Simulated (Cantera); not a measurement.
Input: 1 mol B₂O₃, 1.3 mol Cl₂, 0.57 mol O₂, 2.7 mol F₂, equilibrated at 1475 °C and 0.000140 bar.

Method: chemical equilibrium by Gibbs-energy minimisation in Cantera with the NASA 1993 tables (ideal gas, pure condensed phases). Candidate condensed phases: B, B₂O₃; 32 gas species. The numbers say what is thermodynamically allowed, not how fast it happens.

Base state: Cl 0.395, O₂ 0.289, BF₃ 0.255, BOF 0.0498, F 0.00823, O 0.00333, Cl₂ 0.000362, BOF₂ 6.54e-5 (mole fractions); condensed: gas only.

Question: What changes in the equilibrium state with this change: pressure from 0.000140 bar to 0.0133 bar?

Answer: 
```tsv
species	before	after
Cl	0.395	0.354
O₂	0.289	0.302
BF₃	0.255	0.268
Cl₂	0.000362	0.0276
BOF	0.0498	0.0473
F	0.00823	0.000287
O	0.00333	0.000350
ClO	4.69e-5	0.000420
```
